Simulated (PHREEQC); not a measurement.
Dissolve 180 mmol/kgw Cu(NO3)2, 0.062 mmol/kgw MgSO4 and 71 mmol/kgw Na2SO4 at 25 °C. Closed to the air; pH follows from the charge balance.

All values are PHREEQC results (ion-association model, phreeqc.dat), not measurements.

No solid was allowed to form.

Problem. What pH, ionic strength, specific conductance does the model give?

Solution. pH 4.25; ionic strength 0.601 mol/kgw; specific conductance 32600 µS/cm.

Problem. In which forms is Mg present?

Solution. Mg+2 74 %, MgSO4 26 % of the Mg.

Complexes and solids missing from the database can't appear.
